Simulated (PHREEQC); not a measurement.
Consider water at 25 °C with 0.07 mol TMAH, 1.7e-06 mol H4SiO4 and 0.00013 mol Na2CO3 per kg of water. Closed to the air; pH follows from the charge balance.

Computed with PHREEQC (ion-association model, phreeqc.dat).

Task: The ionic strength comes out as 0.0704 mol/kgw. What activity coefficients do CO3-2, Na+, OH-, H3SiO4- get?

Result: CO3-2 0.43, Na+ 0.81, OH- 0.79, H3SiO4- 0.79.

No solid was allowed to form. Species that the database lacks are ignored. (CH3)4N+ isn't in the database: it is added as a free cation with an ion size of 4 Å.
